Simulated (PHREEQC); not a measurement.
Make-up at 25 °C: 0.096 mol TMAH, 5.8e-05 mol H4SiO4 and 3.3e-05 mol Na2CO3 per kg of water. Closed to the air; pH follows from the charge balance.

All values are PHREEQC results (ion-association model, phreeqc.dat), not measurements.

Question: The ionic strength comes out as 0.0961 mol/kgw. What activity coefficients do OH-, Na+, H2SiO4-2, CO3-2, H3SiO4- get?

Answer: OH- 0.76, Na+ 0.79, H2SiO4-2 0.39, CO3-2 0.39, H3SiO4- 0.77.

Precipitation was switched off in this run. (CH3)4N+ isn't in the database: it is added as a free cation with an ion size of 4 Å.
